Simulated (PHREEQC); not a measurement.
Make-up at 90 °C: 0.00098 mol AgNO3, 0.037 mol HF and 0.021 mol Na2SO4 per kg of water. Closed to the air; pH follows from the charge balance.

Computed with PHREEQC (ion-association model, wateq4f.dat).

```csv
quantity,before,after
pH,2.90,3.77
ionic strength (mol/kgw),0.0570,0.000801
HF (mol/kgw),0.0296,0.000176
F- (mol/kgw),0.00558,0.000193
Ag+ (mol/kgw),0.000831,9.75e-6
HF2- (mol/kgw),0.000693,1.41e-7
SI of Ag2O (Ag2O),-11.78,-13.74
```

Problem. What was changed between the two runs?
(A) HF from 0.037 to 0.37 mol/kgw
(B) Na2SO4 replaced by NaNO3 at the same molality
(C) 0.0023 mol/kgw NaCl added
(D) temperature from 90 to 80 °C
(E) diluted 100-fold with water

Solution. E, diluted 100-fold with water

This is a speciation only: nothing precipitates in the calculation. Away from 25 °C the constants follow the database's enthalpies or fits; those with neither stay at their 25 °C values.
